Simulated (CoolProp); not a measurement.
Vapour-liquid equilibrium of propane (1) + isobutene (2) at 2.11 bar; x and y are mole fractions of (1).

Values from CoolProp's multi-fluid Helmholtz-energy mixture model, Lemmon 2009 and Lemmon 2005; pair parameters Bell 2016.

Give the bubble temperature and the first vapour's composition at x = 0.5, 0.575, 0.725. Is there an azeotrope?

x = 0.5: 261.5 K, y = 0.769; x = 0.575: 259.4 K, y = 0.816; x = 0.725: 255.4 K, y = 0.896. No azeotrope shows between x = 0.05 and 0.95.

The pair parameters rest on a limited set of measurements; away from them the model extrapolates.
